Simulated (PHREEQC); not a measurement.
Alkaline etch or developer (model solution)

Consider water at 90 °C with 130 mmol/kgw CsOH, 0.12 mmol/kgw NaAlO2 and 0.52 mmol/kgw Na2CO3. Closed to the air; pH follows from the charge balance.

Model: ion-association model, wateq4f.dat, run in PHREEQC.

This is a speciation only: nothing precipitates in the calculation.

Task: Predict the pH.

Result: pH 11.40.

Task: In which forms is Na present?

Result: Na+ 96 %, NaCO3- 3.8 % of the Na.

Constants without temperature data keep their 25 °C values here.
